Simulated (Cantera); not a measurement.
An isothermal, constant-pressure homogeneous reactor starts with 34.5 % NH3, 65.5 % N2, at 2100 K and 0.132 atm.

Detailed kinetics in Cantera: the gas-phase N/H chemistry of the illustrative SiF4/NH3 mechanism in the Surface Chemkin manual (1991). Walls and surfaces, which speed up NH3 decomposition in real reactors, are not modelled.

One state of this run: x NH3 = 0.261; x N = 1.35e-6; x N2H4 = 2.57e-8; x NH = 2.22e-5; x H2 = 0.0924; x N2H2 = 2.76e-6. x: mole fraction; the columns are a selection and need not sum to one.

Q: Which value of t (s) does it belong to?
(A) 0.0225
(B) 0.00283
(C) 0.000126
(D) 4.00

A: A, 0.0225
